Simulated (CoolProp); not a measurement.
Vapour-liquid equilibrium of R134a (1) + R236FA (2) at 229.4 K; x and y are mole fractions of (1).

Model: multi-fluid Helmholtz-energy mixture model, Tillner-Roth 1994 and Pan 2012; pair parameters Bell 2016, in CoolProp.

```json
[
 {"x": "0.05", "bubble pressure (kPa)": "13.12", "y at the bubble point": "0.158", "dew pressure at overall composition x (kPa)": "12.05", "liquid density (mol/L)": "10.48"},
 {"x": "0.125", "bubble pressure (kPa)": "15.36", "y at the bubble point": "0.336", "dew pressure at overall composition x (kPa)": "12.77", "liquid density (mol/L)": "10.70"},
 {"x": "0.2", "bubble pressure (kPa)": "17.60", "y at the bubble point": "0.469", "dew pressure at overall composition x (kPa)": "13.59", "liquid density (mol/L)": "10.92"},
 {"x": "0.275", "bubble pressure (kPa)": "19.84", "y at the bubble point": "0.572", "dew pressure at overall composition x (kPa)": "14.51", "liquid density (mol/L)": "11.16"},
 {"x": "0.35", "bubble pressure (kPa)": "22.08", "y at the bubble point": "0.654", "dew pressure at overall composition x (kPa)": "15.57", "liquid density (mol/L)": "11.41"},
 {"x": "0.425", "bubble pressure (kPa)": "24.32", "y at the bubble point": "0.722", "dew pressure at overall composition x (kPa)": "16.79", "liquid density (mol/L)": "11.66"},
 {"x": "0.5", "bubble pressure (kPa)": "26.58", "y at the bubble point": "0.778", "dew pressure at overall composition x (kPa)": "18.22", "liquid density (mol/L)": "11.93"},
 {"x": "0.575", "bubble pressure (kPa)": "28.84", "y at the bubble point": "0.826", "dew pressure at overall composition x (kPa)": "19.91", "liquid density (mol/L)": "12.20"},
 {"x": "0.65", "bubble pressure (kPa)": "31.12", "y at the bubble point": "0.867", "dew pressure at overall composition x (kPa)": "21.95", "liquid density (mol/L)": "12.49"},
 {"x": "0.725", "bubble pressure (kPa)": "33.42", "y at the bubble point": "0.903", "dew pressure at overall composition x (kPa)": "24.44", "liquid density (mol/L)": "12.79"},
 {"x": "0.8", "bubble pressure (kPa)": "35.72", "y at the bubble point": "0.934", "dew pressure at overall composition x (kPa)": "27.56", "liquid density (mol/L)": "13.10"},
 {"x": "0.875", "bubble pressure (kPa)": "38.03", "y at the bubble point": "0.961", "dew pressure at overall composition x (kPa)": "31.60", "liquid density (mol/L)": "13.43"},
 {"x": "0.95", "bubble pressure (kPa)": "40.35", "y at the bubble point": "0.985", "dew pressure at overall composition x (kPa)": "37.05", "liquid density (mol/L)": "13.77"}
]
```

No azeotrope shows between x = 0.05 and 0.95.

The pair parameters rest on a limited set of measurements; away from them the model extrapolates.
